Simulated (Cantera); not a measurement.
Input (Python, Cantera):

```python
import numpy as np
import cantera as ct

gas = ct.Solution("gri30.yaml")


def delay(T, t_max=10):
    gas.TPX = T, 500000, {'CO': 1, 'H2': 1.3, 'O2': 2.5, 'N2': 9.4}
    reactor = ct.IdealGasReactor(gas, clone=False)
    net = ct.ReactorNet([reactor])
    net.rtol, net.atol = 1e-8, 1e-16
    while net.time < t_max:
        t_old, T_old = net.time, reactor.T
        net.step()
        if reactor.T > T + 400:  # ignition: a rise of 400 K
            return t_old + (T + 400 - T_old) / (reactor.T - T_old) * (net.time - t_old)
    return np.nan


taus = []
for T in [1298, 1373, 1448, 1523, 1598, 1673]:
    taus.append(delay(T))
    print(f"T0 = {T:6g} K   tau = {taus[-1]:.4e} s")
```

It prints:

```
T0 =   1298 K   tau = 9.0878e-06 s
T0 =   1373 K   tau = 6.3232e-06 s
T0 =   1448 K   tau = 4.8510e-06 s
T0 =   1523 K   tau = 3.9847e-06 s
T0 =   1598 K   tau = 3.4546e-06 s
T0 =   1673 K   tau = 3.1313e-06 s
```

Model: GRI-Mech 3.0 (53 species, 325 reactions), integrated in Cantera. The hydrogen kinetics of GRI-Mech 3.0 are dated; newer H2 mechanisms differ, most at raised pressure. Where the delays flatten at high temperature, the 400 K rule measures the pace of heat release, not the induction time.
